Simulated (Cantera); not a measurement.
A closed system holds: 1 mol Si2Cl6, 6.1 mol NH3, 1.5 mol N2, held at 1373 K and 1330 Pa.

These are equilibrium values from Cantera (NASA tables, ideal gas, pure condensed phases), not measurements of a reactor. Candidate condensed phases: NH4Cl, Si, Si3N4; 28 gas species. The feed counts by its element totals alone. The tables' values for SiCl3 are old estimates; treat these amounts as uncertain. Kinetics and transport are ignored.

Base state: H2 0.422, HCl 0.341, N2 0.220, SiCl2 0.00820, SiCl4 0.00520, SiCl3 0.00303, SiHCl3 0.000406, H 1.87e-5 (mole fractions); condensed: Si3N4(s).

What changes in the equilibrium state with this change: Si2Cl6 replaced by SiCl4?


```json
[
 {"species": "H2", "before": "0.422", "after": "0.482"},
 {"species": "N2", "before": "0.220", "after": "0.261"},
 {"species": "HCl", "before": "0.341", "after": "0.251"},
 {"species": "SiCl2", "before": "0.00820", "after": "0.00347"},
 {"species": "SiCl4", "before": "0.00520", "after": "0.00104"},
 {"species": "SiCl3", "before": "0.00303", "after": "0.000885"},
 {"species": "SiHCl3", "before": "0.000406", "after": "0.000127"},
 {"species": "Si3N4(s), mol", "before": "0.580", "after": "0.306"}
]
```
